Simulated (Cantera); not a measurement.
Cantera with NASA thermochemical tables; ideal gases at 1 bar, condensed phases pure. Values are per mole of reaction as written; species without (g) are pure solids or liquids, kept so even where they would boil at 1 bar.

2 MgCO3 ⇌ 2 CO2(g) + O2(g) + 2 Mg(g)

| T (K) | ΔH° (kJ) | ΔS° (J/K) | ΔG° (kJ) | log10 K |
|---|---|---|---|---|
| 573 | (withheld) | (withheld) | (withheld) | (withheld) |
| 623 | 1720.1 | 776.5 | 1236.4 | -103.66 |
| 673 | 1717.4 | 772.3 | 1197.6 | -92.95 |
| 723 | 1714.5 | 768.1 | 1159.1 | -83.74 |
| 773 | (withheld) | (withheld) | (withheld) | (withheld) |
| 823 | 1708.0 | 759.8 | 1082.7 | -68.72 |
| 873 | (withheld) | (withheld) | (withheld) | (withheld) |
| 923 | 1700.9 | 751.6 | 1007.2 | -57.00 |
| 973 | 1697.1 | 747.6 | 969.7 | -52.06 |

Task: What belongs in the gaps?

Result: 
- 573, ΔH° (kJ): 1722.6
- 573, ΔS° (J/K): 780.6
- 573, ΔG° (kJ): 1275.3
- 573, log10 K: -116.25
- 773, ΔH° (kJ): 1711.3
- 773, ΔS° (J/K): 763.9
- 773, ΔG° (kJ): 1120.8
- 773, log10 K: -75.74
- 873, ΔH° (kJ): 1704.5
- 873, ΔS° (J/K): 755.6
- 873, ΔG° (kJ): 1044.9
- 873, log10 K: -62.52
